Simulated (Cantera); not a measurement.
A perfectly stirred reactor is fed with CH3OH : O2 : N2 = 0.0037 : 0.01 : 1 (molar parts), equivalence ratio 0.56, at 0.970 bar; it is held at 1500 K, and followed from long to short residence time.

Computed with Cantera and GRI-Mech 3.0 (53 species, 325 reactions). GRI-Mech 3.0 was tuned for natural gas; its chemistry of methanol as a main component is partial and can be far from experiment.

### Question
Predict: x(CH3OH) at τ = 4.70 s; x(O2) at τ = 4.70 s; x(CO) at τ = 4.70 s; x(H2O) at τ = 4.70 s; x(NO) at τ = 4.70 s; x(CH3OH) at τ = 44.0 ms; x(O2) at τ = 44.0 ms; x(CO) at τ = 44.0 ms; x(H2O) at τ = 44.0 ms; x(NO) at τ = 44.0 ms.

### Answer
```json
{
 "x(CH3OH) at τ = 4.70 s": "1.47e-7",
 "x(O2) at τ = 4.70 s": "0.00438",
 "x(CO) at τ = 4.70 s": "1.43e-5",
 "x(H2O) at τ = 4.70 s": "0.00726",
 "x(NO) at τ = 4.70 s": "3.59e-6",
 "x(CH3OH) at τ = 44.0 ms": "1.90e-6",
 "x(O2) at τ = 44.0 ms": "0.00449",
 "x(CO) at τ = 44.0 ms": "0.000274",
 "x(H2O) at τ = 44.0 ms": "0.00705",
 "x(NO) at τ = 44.0 ms": "1.99e-6"
}
```
